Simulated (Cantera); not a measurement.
**Thermodynamics of fluorocarbon and chlorocarbon gases, feed CH3Cl + HCl + H2**

A closed system holds: 1 mol CH3Cl, 0.43 mol HCl, 1.6 mol H2, at 1575 K and 1000 Pa.

These are equilibrium values from Cantera (NASA tables, ideal gas, pure condensed phases), not measurements of a reactor. Candidate condensed phases: C, C6H6, C7H8, C8H18; 91 gas species. Kinetics and transport are ignored.

The x(H2) is 0.645 and the x(HCl) is 0.355. The x(H) comes out as 0.000334 and the x(Cl) is 0.000146. The x(C2H2 (acetylene)) is 1.36e-5 and the x(CH4) comes out as 7.56e-6. The n(C(graphite)) is 1.000 mol and the gas amount comes out as 4.031 mol.
